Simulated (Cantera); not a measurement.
An adiabatic, constant-pressure homogeneous reactor starts with CH₄ : H₂ : O₂ : N₂ = 1 : 0.55 : 2.77 : 10.4 (molar parts), at 950 K and 9.87 atm. Integrator tolerance rtol = 1e-08.

Detailed kinetics in Cantera: GRI-Mech 3.0 (53 species, 325 reactions). Below about 1000 K GRI-Mech 3.0 lacks low-temperature oxidation paths.

What does this change do: initial temperature 950 to 1625 K?


```
quantity                                                            before                                    after
---------------------------------  ---------------------------------------  ---------------------------------------
time of steepest temperature rise                                  49.4 ms                                  16.7 µs
temperature at 0.500 s                                              2503 K                                   2882 K
equilibrium temperature                                             2503 K                                   2882 K
x(CH₄) at 0.500 s                    <1e-12 (gas-phase equilibrium <1e-12)    <1e-12 (gas-phase equilibrium <1e-12)
x(H₂) at 0.500 s                   0.00186 (gas-phase equilibrium 0.00186)  0.00800 (gas-phase equilibrium 0.00800)
x(O₂) at 0.500 s                     0.0310 (gas-phase equilibrium 0.0310)    0.0331 (gas-phase equilibrium 0.0331)
x(CO₂) at 0.500 s                    0.0645 (gas-phase equilibrium 0.0645)    0.0494 (gas-phase equilibrium 0.0494)
x(HO₂) at 0.500 s                  7.95e-6 (gas-phase equilibrium 7.95e-6)  1.87e-5 (gas-phase equilibrium 1.87e-5)
```

What does this change do: H2 0.55 to 0.83 parts?


| quantity | before | after |
|---|---|---|
| time of steepest temperature rise | 49.4 ms | 46.9 ms |
| temperature at 0.500 s | 2503 K | 2564 K |
| equilibrium temperature | 2503 K | 2564 K |
| x(CH₄) at 0.500 s | <1e-12 (gas-phase equilibrium <1e-12) | <1e-12 (gas-phase equilibrium <1e-12) |
| x(H₂) at 0.500 s | 0.00186 (gas-phase equilibrium 0.00186) | 0.00315 (gas-phase equilibrium 0.00315) |
| x(O₂) at 0.500 s | 0.0310 (gas-phase equilibrium 0.0310) | 0.0228 (gas-phase equilibrium 0.0228) |
| x(CO₂) at 0.500 s | 0.0645 (gas-phase equilibrium 0.0645) | 0.0614 (gas-phase equilibrium 0.0614) |
| x(HO₂) at 0.500 s | 7.95e-6 (gas-phase equilibrium 7.95e-6) | 7.69e-6 (gas-phase equilibrium 7.69e-6) |
